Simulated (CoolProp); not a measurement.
Vapour-liquid equilibrium of cyclohexane (1) + o-xylene (2) at 173.75 °C; x and y are mole fractions of (1).

Values from CoolProp's multi-fluid Helmholtz-energy mixture model, Zhou 2014 and Zhou 2012; pair parameters Bell 2016.

```json
[
 {"x": "0.05", "bubble pressure, mixture model (MPa)": "0.2494", "bubble pressure, Raoult's law (MPa)": "0.2408", "y, mixture model": "0.195", "y, Raoult's law": "0.180"},
 {"x": "0.2", "bubble pressure, mixture model (MPa)": "0.3664", "bubble pressure, Raoult's law (MPa)": "0.3395", "y, mixture model": "0.516", "y, Raoult's law": "0.510"},
 {"x": "0.35", "bubble pressure, mixture model (MPa)": "0.4720", "bubble pressure, Raoult's law (MPa)": "0.4382", "y, mixture model": "0.677", "y, Raoult's law": "0.692"},
 {"x": "0.5", "bubble pressure, mixture model (MPa)": "0.5679", "bubble pressure, Raoult's law (MPa)": "0.5369", "y, mixture model": "0.778", "y, Raoult's law": "0.806"},
 {"x": "0.65", "bubble pressure, mixture model (MPa)": "0.6577", "bubble pressure, Raoult's law (MPa)": "0.6357", "y, mixture model": "0.853", "y, Raoult's law": "0.886"},
 {"x": "0.8", "bubble pressure, mixture model (MPa)": "0.7454", "bubble pressure, Raoult's law (MPa)": "0.7344", "y, mixture model": "0.918", "y, Raoult's law": "0.943"},
 {"x": "0.95", "bubble pressure, mixture model (MPa)": "0.8350", "bubble pressure, Raoult's law (MPa)": "0.8331", "y, mixture model": "0.979", "y, Raoult's law": "0.988"}
]
```

The largest gap from Raoult's law is +7.9 % in bubble pressure, at x = 0.2. No azeotrope shows between x = 0.05 and 0.95.

Pair parameters are fitted to limited data, so mixtures are less certain than the pure fluids.
